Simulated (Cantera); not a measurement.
Mixture: C3H8 : O2 : N2 : H2O = 1 : 8.06 : 30.3 : 4.5 (molar parts), at 760 Torr, adiabatic and at constant volume. Ignition delay is the time to a rise of 400 K.

Computed with Cantera and GRI-Mech 3.0 (53 species, 325 reactions). GRI-Mech 3.0 was tuned for natural gas; its chemistry of propane as a main component is partial and can be far from experiment.

Q: What does this change do: pressure from 760 Torr to 338 Torr?

A: 
```json
[
 {"quantity": "delay at 1000 K", "before": "0.563 s", "after": "1.05 s"},
 {"quantity": "delay at 1100 K", "before": "54.9 ms", "after": "86.5 ms"},
 {"quantity": "delay at 1200 K", "before": "6.20 ms", "after": "9.09 ms"},
 {"quantity": "delay at 1300 K", "before": "0.969 ms", "after": "1.43 ms"},
 {"quantity": "delay at 1400 K", "before": "0.221 ms", "after": "0.343 ms"},
 {"quantity": "apparent activation energy between 1350 and 1450 K", "before": "210 kJ/mol", "after": "200 kJ/mol"}
]
```

Q: What does this change do: pressure from 760 Torr to 7500 Torr?

A: 
| quantity | before | after |
|---|---|---|
| delay at 1000 K | 0.563 s | 61.7 ms |
| delay at 1100 K | 54.9 ms | 8.91 ms |
| delay at 1200 K | 6.20 ms | 1.46 ms |
| delay at 1300 K | 0.969 ms | 0.275 ms |
| delay at 1400 K | 0.221 ms | 64.4 µs |
| apparent activation energy between 1350 and 1450 K | 210 kJ/mol | 220 kJ/mol |
